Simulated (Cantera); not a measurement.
Input (Python, Cantera):

```python
import numpy as np
import cantera as ct

gas = ct.Solution("gri30.yaml", transport_model="multicomponent")
show = ['O', 'CH4', 'CO2']

rows = []
print(f"{'T/K':>7s}{'rho':>11s}{'cp':>10s}{'mu':>11s}{'lambda':>11s}{'Pr':>7s}" + "".join(f"{'D_' + s:>11s}" for s in show))
for T in [400, 600, 800, 1000, 1200, 1400, 1600]:
    gas.TPX = T, 2200, {'H2O': 0.34, 'C3H8': 0.82, 'CH4': 0.059}
    Pr = gas.cp_mass * gas.viscosity / gas.thermal_conductivity
    D = [gas.mix_diff_coeffs_mole[gas.species_index(s)] for s in show]
    rows.append([gas.density, gas.cp_mass, gas.viscosity, gas.thermal_conductivity, Pr, *D])
    print(f"{T:7g}{gas.density:11.4e}{gas.cp_mass:10.1f}{gas.viscosity:11.4e}"
          f"{gas.thermal_conductivity:11.4e}{Pr:7.3f}" + "".join(f"{d:11.4e}" for d in D))
print("SI units: kg/m3, J/kg/K, Pa s, W/m/K, m2/s")
```

Result:

```
    T/K        rho        cp         mu     lambda     Pr        D_O      D_CH4      D_CO2
    400 2.3460e-02    2109.6 1.1624e-05 3.2921e-02  0.745 1.6597e-03 1.1399e-03 7.7846e-04
    600 1.5640e-02    2797.7 1.6748e-05 6.1393e-02  0.763 3.3896e-03 2.3816e-03 1.6600e-03
    800 1.1730e-02    3329.4 2.1277e-05 9.1703e-02  0.773 5.5561e-03 3.9507e-03 2.7862e-03
   1000 9.3839e-03    3737.3 2.5366e-05 1.2195e-01  0.777 8.1113e-03 5.8076e-03 4.1255e-03
   1200 7.8199e-03    4025.2 2.9120e-05 1.5040e-01  0.779 1.1023e-02 7.9265e-03 5.6571e-03
   1400 6.7028e-03    4266.4 3.2612e-05 1.7822e-01  0.781 1.4269e-02 1.0289e-02 7.3664e-03
   1600 5.8649e-03    4466.2 3.5892e-05 2.0512e-01  0.782 1.7830e-02 1.2881e-02 9.2427e-03
SI units: kg/m3, J/kg/K, Pa s, W/m/K, m2/s
```

Detailed kinetics in Cantera: GRI-Mech 3.0 (53 species, 325 reactions). Polar gases are described roughly by these parameters. The composition is frozen, though it would react at the higher temperatures.
